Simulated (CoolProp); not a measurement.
CF4 (R14) along the isobar 10.9 MPa: Z from the reference equation and from simpler models built on Tc = -45.8 °C, pc = 3.762 MPa, ω = 0.178; each cubic takes its own stable root.

Computed with CoolProp (reference Helmholtz-energy equation of state, Platzer 1990). This equation is an older, rougher fit; its heat capacities, sound speeds and derivatives of the liquid may be far off and weren't checked against measurements.

```json
[
 {"T (°C)": "-75.25", "phase": "liquid", "reference": "0.4268", "van der Waals": "0.5970", "Redlich-Kwong": "0.4457", "Soave-Redlich-Kwong": "0.4385", "Peng-Robinson": "0.3901"},
 {"T (°C)": "-62.75", "phase": "liquid", "reference": "0.4256", "van der Waals": "0.5845", "Redlich-Kwong": "0.4474", "Soave-Redlich-Kwong": "0.4421", "Peng-Robinson": "0.3944"},
 {"T (°C)": "-50.25", "phase": "liquid", "reference": "0.4305", "van der Waals": "0.5767", "Redlich-Kwong": "0.4553", "Soave-Redlich-Kwong": "0.4534", "Peng-Robinson": "0.4064"},
 {"T (°C)": "-37.85", "phase": "supercritical", "reference": "0.4436", "van der Waals": "0.5739", "Redlich-Kwong": "0.4703", "Soave-Redlich-Kwong": "0.4745", "Peng-Robinson": "0.4283"},
 {"T (°C)": "-25.35", "phase": "supercritical", "reference": "0.4688", "van der Waals": "0.5762", "Redlich-Kwong": "0.4941", "Soave-Redlich-Kwong": "0.5085", "Peng-Robinson": "0.4635"},
 {"T (°C)": "-12.85", "phase": "supercritical", "reference": "0.5102", "van der Waals": "0.5843", "Redlich-Kwong": "0.5281", "Soave-Redlich-Kwong": "0.5569", "Peng-Robinson": "0.5132"},
 {"T (°C)": "-0.35", "phase": "supercritical", "reference": "0.5673", "van der Waals": "0.5986", "Redlich-Kwong": "0.5713", "Soave-Redlich-Kwong": "0.6163", "Peng-Robinson": "0.5733"},
 {"T (°C)": "12.05", "phase": "supercritical", "reference": "0.6300", "van der Waals": "0.6190", "Redlich-Kwong": "0.6195", "Soave-Redlich-Kwong": "0.6773", "Peng-Robinson": "0.6342"},
 {"T (°C)": "24.55", "phase": "supercritical", "reference": "0.6894", "van der Waals": "0.6452", "Redlich-Kwong": "0.6680", "Soave-Redlich-Kwong": "0.7338", "Peng-Robinson": "0.6904"},
 {"T (°C)": "37.05", "phase": "supercritical", "reference": "0.7408", "van der Waals": "0.6752", "Redlich-Kwong": "0.7126", "Soave-Redlich-Kwong": "0.7825", "Peng-Robinson": "0.7391"},
 {"T (°C)": "49.45", "phase": "supercritical", "reference": "0.7838", "van der Waals": "0.7062", "Redlich-Kwong": "0.7515", "Soave-Redlich-Kwong": "0.8233", "Peng-Robinson": "0.7802"},
 {"T (°C)": "61.95", "phase": "supercritical", "reference": "0.8203", "van der Waals": "0.7366", "Redlich-Kwong": "0.7854", "Soave-Redlich-Kwong": "0.8579", "Peng-Robinson": "0.8153"},
 {"T (°C)": "74.45", "phase": "supercritical", "reference": "0.8511", "van der Waals": "0.7649", "Redlich-Kwong": "0.8145", "Soave-Redlich-Kwong": "0.8870", "Peng-Robinson": "0.8451"},
 {"T (°C)": "86.85", "phase": "supercritical", "reference": "0.8772", "van der Waals": "0.7903", "Redlich-Kwong": "0.8393", "Soave-Redlich-Kwong": "0.9114", "Peng-Robinson": "0.8705"},
 {"T (°C)": "99.35", "phase": "supercritical", "reference": "0.8997", "van der Waals": "0.8133", "Redlich-Kwong": "0.8610", "Soave-Redlich-Kwong": "0.9323", "Peng-Robinson": "0.8924"}
]
```
